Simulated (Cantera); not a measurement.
Input: 1 mol FeCl3, 0.21 mol N2, at 1998.15 K and 31.0 Pa.

Cantera equilibrium calculation (NASA polynomials, part measured and part estimated; ideal gas, pure solids and liquids). Candidate condensed phases: Fe, FeCl2, FeCl3; 10 gas species. Equilibrium is a limit: real reactors are often held back by kinetics, nucleation or transport.

Base state: Cl 0.462, FeCl2 0.436, N2 0.0934, Fe 0.00858, FeCl 0.000372, Cl2 0.000123, FeCl3 3.17e-5 (mole fractions); condensed: gas only.

Question: What changes in the equilibrium state with this change: temperature from 1998.15 K to 1325 K?

Answer: 
| species | before | after |
|---|---|---|
| FeCl2 | 0.436 | 0.482 |
| Cl | 0.462 | 0.279 |
| N2 | 0.0934 | 0.107 |
| Cl2 | 0.000123 | 0.101 |
| FeCl3 | 3.17e-5 | 0.0293 |
| Fe | 0.00858 | <1e-9 |
| FeCl | 0.000372 | <1e-9 |

Question: What changes in the equilibrium state with this change: FeCl3 replaced by CaF2?

Answer: 
```json
[
 {"species": "CaF2", "before": "0", "after": "0.824"},
 {"species": "N2", "before": "0.0934", "after": "0.173"},
 {"species": "F", "before": "0", "after": "0.00109"},
 {"species": "Cl", "before": "0.462", "after": "0"},
 {"species": "FeCl2", "before": "0.436", "after": "0"},
 {"species": "Fe", "before": "0.00858", "after": "0"},
 {"species": "CaF", "before": "0", "after": "0.00109"}
]
```
Further candidate phases: Ca, CaF2.
